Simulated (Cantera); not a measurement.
Input (Python, Cantera) and output of one run.

```python
import numpy as np
import cantera as ct

gas_names = """
    H HO2 H2 H2O H2O2 O OH O2 O3 Pb PbO Pb2
""".split()
cond_names = """
    H2O(s) H2O(L) Pb(cr) Pb(L) PbO(rd) PbO(yw) PbO(L) PbO2(s) Pb3O4(s)
""".split()


# ... load() reads the species with a 1 bar reference pressure and builds the phases ...
atoms = {
    'PbO': {'Pb': 1, 'O': 1},
    'H2O': {'H': 2, 'O': 1},
    'O2': {'O': 2},
}
top_T = {'Pb3O4(s)': 820}  # K; cautious upper limits of use, not melting points


# ... equilibrate(T, P, feed) seeds the gas with the atoms and calls Mixture.equilibrate('TP', solver="vcs", rtol=1e-11, max_steps=5000) ...
results = []
feed = {'PbO': 1, 'H2O': 0.17, 'O2': 0.069}  # mol
P = 2500  # Pa
for T in [1023, 1073, 1123, 1173, 1223, 1273, 1323, 1373, 1423, 1473, 1523, 1573, 1623, 1673]:
    mix = equilibrate(T, P, feed)
    results.append((T, P, feed, dict(zip(mix.species_names, mix.species_moles))))

top = {s: max(r[3][s] / sum(r[3][g] for g in gas_names) for r in results) for s in gas_names}
cols = sorted((s for s in top if top[s] > 0.001), key=lambda s: -top[s])[:8]
seen = [c for c in cond_names if any(r[3].get(c, 0) > 1e-12 for r in results)]
print("log10 of partial pressures in bar; condensed amounts in mol")
print(f"{'T/K':>10s}" + "".join(f"{s[:9]:>10s}" for s in cols + seen))
for T, P, feed, n in results:
    ng = sum(n[g] for g in gas_names)
    print(f"{T:10.4g}" + "".join(f"{np.log10(max(n[s] / ng * P / 1e5, 1e-99)):10.3f}" for s in cols)
          + "".join(f"{n.get(c, 0):10.4g}" for c in seen))
```

Output:

```
log10 of partial pressures in bar; condensed amounts in mol
       T/K       H2O       PbO        O2        Pb   PbO(yw)    PbO(L)
      1023    -1.750    -6.192    -2.142    -9.474         1         0
      1073    -1.750    -5.536    -2.142    -8.519         1         0
      1123    -1.750    -4.941    -2.142    -7.651    0.9999         0
      1173    -1.751    -4.413    -2.142    -6.873         0    0.9996
      1223    -1.752    -3.965    -2.144    -6.194         0     0.999
      1273    -1.755    -3.553    -2.147    -5.570         0    0.9973
      1323    -1.762    -3.176    -2.153    -4.993         0    0.9933
      1373    -1.778    -2.827    -2.168    -4.456         0    0.9845
      1423    -1.811    -2.505    -2.199    -3.949         0    0.9643
      1473    -1.887    -2.207    -2.264    -3.461         0    0.9141
      1523    -2.084    -1.929    -2.410    -2.963         0     0.735
      1573    -2.488    -1.781    -2.584    -2.590         0         0
      1623    -2.494    -1.802    -2.542    -2.503         0         0
      1673    -2.500    -1.827    -2.500    -2.426         0         0
```

Equilibrium computed with Cantera from the NASA thermochemical tables; the gas is ideal and each condensed phase is pure. Gases not in the tables: (PbO)n polymers.
